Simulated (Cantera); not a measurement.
Cantera run, input and output.

```python
import numpy as np
import cantera as ct

gas = ct.Solution("gri30.yaml", transport_model="mixture-averaged")
show = ['N2', 'C2H2', 'H']

rows = []
print(f"{'T/K':>7s}{'rho':>11s}{'cp':>10s}{'mu':>11s}{'lambda':>11s}{'Pr':>7s}" + "".join(f"{'D_' + s:>11s}" for s in show))
for T in [400, 600, 800, 1000, 1200, 1400]:
    gas.TPX = T, 270000, {'O2': 0.59, 'N2O': 0.15, 'CO2': 0.11}
    Pr = gas.cp_mass * gas.viscosity / gas.thermal_conductivity
    D = [gas.mix_diff_coeffs_mole[gas.species_index(s)] for s in show]
    rows.append([gas.density, gas.cp_mass, gas.viscosity, gas.thermal_conductivity, Pr, *D])
    print(f"{T:7g}{gas.density:11.4e}{gas.cp_mass:10.1f}{gas.viscosity:11.4e}"
          f"{gas.thermal_conductivity:11.4e}{Pr:7.3f}" + "".join(f"{d:11.4e}" for d in D))
print("SI units: kg/m3, J/kg/K, Pa s, W/m/K, m2/s")
```

Output:

```
    T/K        rho        cp         mu     lambda     Pr       D_N2     D_C2H2        D_H
    400 2.8960e+00     947.1 2.3328e-05 3.0998e-02  0.713 1.1857e-05 9.5525e-06 7.3608e-05
    600 1.9307e+00    1035.8 3.1662e-05 4.5820e-02  0.716 2.3893e-05 1.9668e-05 1.4982e-04
    800 1.4480e+00    1102.7 3.8808e-05 5.9466e-02  0.720 3.8914e-05 3.2373e-05 2.4517e-04
   1000 1.1584e+00    1149.0 4.5208e-05 7.1998e-02  0.721 5.6613e-05 4.7372e-05 3.5760e-04
   1200 9.6535e-01    1179.8 5.1089e-05 8.3638e-02  0.721 7.6778e-05 6.4471e-05 4.8572e-04
   1400 8.2744e-01    1204.7 5.6581e-05 9.4587e-02  0.721 9.9255e-05 8.3530e-05 6.2852e-04
SI units: kg/m3, J/kg/K, Pa s, W/m/K, m2/s
```

Model: GRI-Mech 3.0 (53 species, 325 reactions), integrated in Cantera. The composition is frozen, though it would react at the higher temperatures.
